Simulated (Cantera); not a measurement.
A Cantera script and what it prints.

```python
import numpy as np
import cantera as ct

gas_names = """
    Br Br2 H HBr H2 Si SiBr SiBr2 SiBr3 SiBr4 SiH SiHBr3 SiH2 SiH2Br2 SiH3 SiH3Br SiH4 Si2 Si3
""".split()
cond_names = """
    Br2(cr) Br2(L) Si(cr) Si(L)
""".split()


def load(file, names, dense=False):
    # The tables refer to 1 bar. Condensed volumes are neglected.
    table = {s.name: s for s in ct.Species.list_from_file(file)}
    out = []
    for n in names:
        d = dict(table[n].input_data)
        d["thermo"] = dict(d["thermo"], **{"reference-pressure": 1e5})
        if dense:
            d["equation-of-state"] = {"model": "constant-volume", "density": "1e6 g/cm^3"}
        out.append(ct.Species.from_dict(d))
    return out


gas = ct.Solution(thermo="ideal-gas", species=load("nasa_gas.yaml", gas_names))
cond = {s.name: ct.Solution(thermo="fixed-stoichiometry", species=[s], name=s.name)
        for s in load("nasa_condensed.yaml", cond_names, dense=True)}
atoms = {
    'Si': {'Si': 1},
    'HBr': {'H': 1, 'Br': 1},
    'H2': {'H': 2},
}
top_T = {}  # K; cautious upper limits of use, not melting points


def equilibrate(T, P, feed):
    n = {}
    for name, mol in feed.items():
        for a, k in atoms[name].items():
            n[a] = n.get(a, 0.0) + k * mol
    gas.TPX = T, P, n
    mass = sum(n.values()) * gas.mean_molecular_weight
    gas.equilibrate("TP")
    valid = [c for c in cond.values() if c.min_temp <= T <= top_T.get(c.name, c.max_temp)]
    mix = ct.Mixture([(gas, mass / gas.mean_molecular_weight)] + [(c, 0.0) for c in valid])
    mix.T, mix.P = T, P
    mix.equilibrate("TP", solver="vcs", rtol=1e-11, max_steps=5000)
    return mix


results = []
T = 1350  # K
P = 133.322  # Pa
for m in [1.9, 3.5, 5, 6.6, 8.1, 9.6, 11]:
    feed = {'Si': 1, 'HBr': m, 'H2': 1.8}  # mol
    mix = equilibrate(T, P, feed)
    results.append((T, P, feed, dict(zip(mix.species_names, mix.species_moles))))

top = {s: max(r[3][s] / sum(r[3][g] for g in gas_names) for r in results) for s in gas_names}
cols = sorted((s for s in top if top[s] > 1e-05), key=lambda s: -top[s])[:9]
seen = [c for c in cond_names if any(r[3].get(c, 0) > 1e-12 for r in results)]
print("log10 of partial pressures in bar; condensed amounts in mol")
print(f"{'n(HBr)':>10s}" + "".join(f"{s[:9]:>10s}" for s in cols + seen))
for T, P, feed, n in results:
    ng = sum(n[g] for g in gas_names)
    print(f"{feed['HBr']:10.4g}" + "".join(f"{np.log10(max(n[s] / ng * P / 1e5, 1e-99)):10.3f}" for s in cols)
          + "".join(f"{n.get(c, 0):10.4g}" for c in seen))
```

Result:

```
log10 of partial pressures in bar; condensed amounts in mol
    n(HBr)       HBr        H2     SiBr2        Br     SiBr4     SiBr3    SiHBr3         H       Br2    Si(cr)
       1.9    -3.549    -3.071    -3.715    -5.361    -5.946    -5.593    -6.921    -7.158    -8.906    0.4543
       3.5    -3.442    -3.147    -3.612    -5.216    -5.552    -5.344    -6.711    -7.196    -8.615         0
         5    -3.251    -3.248    -3.735    -4.975    -5.193    -5.226    -6.643    -7.247    -8.133         0
       6.6    -3.159    -3.332    -3.843    -4.840    -5.033    -5.200    -6.659    -7.289    -7.864         0
       8.1    -3.109    -3.396    -3.929    -4.758    -4.954    -5.204    -6.695    -7.321    -7.699         0
       9.6    -3.075    -3.451    -4.005    -4.697    -4.908    -5.218    -6.737    -7.348    -7.577         0
        11    -3.052    -3.495    -4.068    -4.652    -4.881    -5.237    -6.778    -7.370    -7.487         0
```

Cantera equilibrium calculation (NASA polynomials, part measured and part estimated; ideal gas, pure solids and liquids). The tables' values for SiBr3, SiBr are old estimates; treat these amounts as uncertain.
